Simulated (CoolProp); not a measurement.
A single-stage vapour-compression cycle with R141b: evaporating at 296.15 K (dew point), condensing at 359.15 K (bubble point), superheat 8 K, subcooling 0 K, compressor efficiency 0.65, no pressure losses. Each further row changes one setting.

Computed with CoolProp (reference Helmholtz-energy equation of state, Lemmon 2006). It is a short technical equation, of lower accuracy than the large ones.

```json
[
 {"case": "as stated", "cooling COP": "2.41", "pressure ratio": "6.71", "discharge temperature (K)": "390.1", "refrigerating effect (kJ/kg)": "158", "volumetric capacity (kJ/m³)": "546"},
 {"case": "evaporating temperature 301.15 K", "cooling COP": "2.71", "pressure ratio": "(withheld)", "discharge temperature (K)": "387.3", "refrigerating effect (kJ/kg)": "161", "volumetric capacity (kJ/m³)": "663"},
 {"case": "condensing temperature 354.15 K", "cooling COP": "2.68", "pressure ratio": "(withheld)", "discharge temperature (K)": "(withheld)", "refrigerating effect (kJ/kg)": "164", "volumetric capacity (kJ/m³)": "568"},
 {"case": "subcooling 5 K", "cooling COP": "2.50", "pressure ratio": "6.71", "discharge temperature (K)": "390.1", "refrigerating effect (kJ/kg)": "164", "volumetric capacity (kJ/m³)": "568"},
 {"case": "superheat 18 K", "cooling COP": "2.44", "pressure ratio": "6.71", "discharge temperature (K)": "(withheld)", "refrigerating effect (kJ/kg)": "165", "volumetric capacity (kJ/m³)": "554"},
 {"case": "compressor efficiency 0.55", "cooling COP": "2.04", "pressure ratio": "6.71", "discharge temperature (K)": "402.7", "refrigerating effect (kJ/kg)": "158", "volumetric capacity (kJ/m³)": "546"}
]
```

Task: What belongs in the gaps?

Result: 
- evaporating temperature 301.15 K, pressure ratio: 5.58
- condensing temperature 354.15 K, pressure ratio: 5.93
- condensing temperature 354.15 K, discharge temperature (K): 384.3
- superheat 18 K, discharge temperature (K): 401.2
